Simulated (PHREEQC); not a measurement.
A solution holds 0.026 mol/kgw NH3, 0.061 mol/kgw NaAlO2 and 0.00056 mol/kgw Na2CO3, at 25 °C. Closed to the air; pH follows from the charge balance.

Computed with PHREEQC (ion-association model, phreeqc.dat).

The ionic strength comes out as 0.0631 mol/kgw. What activity coefficients do Na+, CO3-2, HCO3-, Al(OH)4-, OH- get?

Na+ 0.81, CO3-2 0.44, HCO3- 0.81, Al(OH)4- 0.81, OH- 0.80.

Precipitation was switched off in this run. The solution is supersaturated, for example in Gibbsite (slow to form), so a real one may precipitate; this is no full list.
